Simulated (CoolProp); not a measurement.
A single-stage vapour-compression cycle with R125: evaporating at 243.15 K (dew point), condensing at 266.15 K (bubble point), superheat 2 K, subcooling 0 K, compressor efficiency 0.8, no pressure losses. Each further row changes one setting.

Values from CoolProp's reference Helmholtz-energy equation of state, Lemmon 2005.

| case | cooling COP | pressure ratio | discharge temperature (K) | refrigerating effect (kJ/kg) | volumetric capacity (kJ/m³) |
|---|---|---|---|---|---|
| as stated | 7.47 | 2.34 | 273.8 | 128 | 1850 |
| evaporating temperature 248.15 K | 9.97 | ___ | 272.4 | ___ | 2290 |
| condensing temperature 261.15 K | ___ | 1.97 | ___ | 134 | 1940 |
| subcooling 5 K | ___ | 2.34 | 273.8 | 134 | 1940 |
| superheat 12 K | ___ | 2.34 | 283.9 | 135 | ___ |
| compressor efficiency 0.7 | ___ | 2.34 | 276.7 | 128 | 1850 |

Problem. What belongs in the gaps?

Solution. 
- evaporating temperature 248.15 K, pressure ratio: 1.92
- evaporating temperature 248.15 K, refrigerating effect (kJ/kg): 131
- condensing temperature 261.15 K, cooling COP: 9.83
- condensing temperature 261.15 K, discharge temperature (K): 267.9
- subcooling 5 K, cooling COP: 7.83
- superheat 12 K, cooling COP: 7.51
- superheat 12 K, volumetric capacity (kJ/m³): 1860
- compressor efficiency 0.7, cooling COP: 6.54
